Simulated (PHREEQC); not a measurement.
PHREEQC input (Pitzer model, pitzer.dat):

```
SOLUTION 1
  temp 60
  units mol/kgw
  pH 7 charge
  Cl 0.588
  Mg 0.004
  Ca 0.29
END
USE solution 1
INCREMENTAL_REACTIONS false
REACTION 1
  H2O -1
  0 9.886 18.011 24.689 30.178 34.689 38.397 41.444
  43.949 46.007 47.699 49.089 50.232 51.172 51.944 52.578 moles
EQUILIBRIUM_PHASES 1
  Bischofite 0 0
  Brucite 0 0
  Portlandite 0 0
  MgCl2_4H2O 0 0
SELECTED_OUTPUT 1
  -reset false
  -pH true
  -pe true
  -ionic_strength true
  -water true
  -activities H2O
  -totals Ca Cl Mg
  -molalities H+ Mg+2 Ca+2 Cl- OH- MgOH+
  -equilibrium_phases Bischofite Brucite Portlandite MgCl2_4H2O
PRINT
  -reset false
END
```

Selected output (columns that matter, 16 of 16 rows; water left (kg) added in front):

```
water left (kg)	pH	mu	Ca	Cl	Mg	m_H+	m_Mg+2	m_Ca+2	m_Cl-	m_OH-	la_H2O
1	6.28	0.882	0.29	0.588	0.004	6.8369e-07	0.004	0.29	0.588	6.3849e-07	-0.0059479
0.821894	6.2457	1.0731	0.35284	0.71542	0.0048668	7.1901e-07	0.0048668	0.35284	0.71542	6.689e-07	-0.0073148
0.675514	6.2058	1.3057	0.4293	0.87045	0.0059214	7.574e-07	0.0059214	0.4293	0.87045	7.0148e-07	-0.0090309
0.555203	6.1593	1.5886	0.52233	1.0591	0.0072046	7.9903e-07	0.0072045	0.52233	1.0591	7.3598e-07	-0.011206
0.456313	6.1044	1.9329	0.63553	1.2886	0.0087659	8.4409e-07	0.0087658	0.63553	1.2886	7.7198e-07	-0.013994
0.375043	6.0393	2.3517	0.77324	1.5678	0.010665	8.9285e-07	0.010665	0.77324	1.5678	8.0883e-07	-0.017617
0.30824	5.9611	2.8614	0.94083	1.9076	0.012977	9.4588e-07	0.012977	0.94083	1.9076	8.456e-07	-0.022395
0.253345	5.8663	3.4814	1.1447	2.3209	0.015789	1.0042e-06	0.015789	1.1447	2.3209	8.8099e-07	-0.028793
0.208215	5.75	4.236	1.3928	2.824	0.019211	1.0702e-06	0.019211	1.3928	2.824	9.1335e-07	-0.037498
0.171138	5.606	5.1537	1.6945	3.4358	0.023373	1.1483e-06	0.023373	1.6945	3.4358	9.405e-07	-0.049499
0.140655	5.4256	6.2707	2.0618	4.1804	0.028438	1.247e-06	0.028438	2.0618	4.1804	9.5972e-07	-0.066257
0.115613	5.1975	7.6289	2.5084	5.086	0.034598	1.3826e-06	0.034598	2.5084	5.086	9.6786e-07	-0.089862
0.0950203	4.9064	9.2822	3.052	6.1882	0.042096	1.5859e-06	0.042096	3.052	6.1882	9.6229e-07	-0.12339
0.0780853	4.5331	11.295	3.7139	7.5302	0.051226	1.9142e-06	0.051225	3.7139	7.5302	9.4399e-07	-0.17125
0.0641769	4.0559	13.743	4.5188	9.1622	0.062328	2.4735e-06	0.062326	4.5188	9.1622	9.2379e-07	-0.23968
0.0527548	3.4513	16.719	5.4971	11.146	0.075823	3.4654e-06	0.07582	5.4971	11.146	9.3126e-07	-0.33761
```

Away from 25 °C the constants follow the database's enthalpies or fits; those with neither stay at their 25 °C values.
